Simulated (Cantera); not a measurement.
Input: 1 mol Si, 0.58 mol Cl2, 5 mol H2, held at 1.00 bar.

These are equilibrium values from Cantera (NASA tables, ideal gas, pure condensed phases), not measurements of a reactor. Candidate condensed phases: Si; 19 gas species. The tables' values for SiCl3 are old estimates; treat these amounts as uncertain. Rates play no part.

log p: log10 of the partial pressure in bar; n: condensed amount in mol.

```json
[
 {"T (K)": "600", "log p H2": "-0.03", "log p HCl": "-4.54", "log p SiCl4": "-1.49", "log p SiHCl3": "-1.54", "log p SiCl2": "-9.41", "log p SiCl3": "-7.02", "log p SiH2Cl2": "-2.88", "n Si(s)": "0.668"},
 {"T (K)": "700", "log p H2": "-0.03", "log p HCl": "-3.64", "log p SiCl4": "-1.48", "log p SiHCl3": "-1.55", "log p SiCl2": "-7.40", "log p SiCl3": "-5.70", "log p SiH2Cl2": "-2.81", "n Si(s)": "0.669"},
 {"T (K)": "800", "log p H2": "-0.03", "log p HCl": "-2.98", "log p SiCl4": "-1.47", "log p SiHCl3": "-1.57", "log p SiCl2": "-5.91", "log p SiCl3": "-4.71", "log p SiH2Cl2": "-2.76", "n Si(s)": "0.671"},
 {"T (K)": "900", "log p H2": "-0.03", "log p HCl": "?", "log p SiCl4": "-1.47", "log p SiHCl3": "-1.59", "log p SiCl2": "?", "log p SiCl3": "-3.95", "log p SiH2Cl2": "-2.73", "n Si(s)": "0.675"},
 {"T (K)": "1000", "log p H2": "-0.03", "log p HCl": "-2.05", "log p SiCl4": "-1.48", "log p SiHCl3": "-1.61", "log p SiCl2": "-3.84", "log p SiCl3": "-3.35", "log p SiH2Cl2": "-2.71", "n Si(s)": "0.683"},
 {"T (K)": "1100", "log p H2": "-0.03", "log p HCl": "?", "log p SiCl4": "-1.51", "log p SiHCl3": "-1.65", "log p SiCl2": "?", "log p SiCl3": "-2.88", "log p SiH2Cl2": "-2.71", "n Si(s)": "0.696"},
 {"T (K)": "1200", "log p H2": "-0.04", "log p HCl": "-1.47", "log p SiCl4": "-1.57", "log p SiHCl3": "-1.71", "log p SiCl2": "-2.53", "log p SiCl3": "-2.52", "log p SiH2Cl2": "-2.73", "n Si(s)": "0.712"},
 {"T (K)": "1300", "log p H2": "-0.05", "log p HCl": "-1.27", "log p SiCl4": "-1.70", "log p SiHCl3": "-1.82", "log p SiCl2": "-2.07", "log p SiCl3": "-2.27", "log p SiH2Cl2": "-2.79", "n Si(s)": "0.727"}
]
```

Problem. Complete the blanks.

Solution. 
- 1100, log p HCl: -1.73
- 1100, log p SiCl2: -3.11
- 900, log p HCl: -2.46
- 900, log p SiCl2: -4.76
